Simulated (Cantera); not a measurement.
Mixture: CH4 : CO : O2 : N2 : CO2 = 1 : 0.68 : 2.44 : 9.16 : 0.74 (molar parts), equivalence ratio 0.96, at 1.00 bar, adiabatic and at constant pressure. Ignition delay is the time to a rise of 400 K.

Computed with Cantera and GRI-Mech 3.0 (53 species, 325 reactions).

### Question
Predict: delay at 1123 K; delay at 1223 K; delay at 1323 K; delay at 1423 K; apparent activation energy between 1373 and 1473 K.

### Answer
| Quantity | Result |
|---|---|
| delay at 1123 K | 0.217 s |
| delay at 1223 K | 43.6 ms |
| delay at 1323 K | 10.4 ms |
| delay at 1423 K | 2.94 ms |
| apparent activation energy between 1373 and 1473 K | 200 kJ/mol |
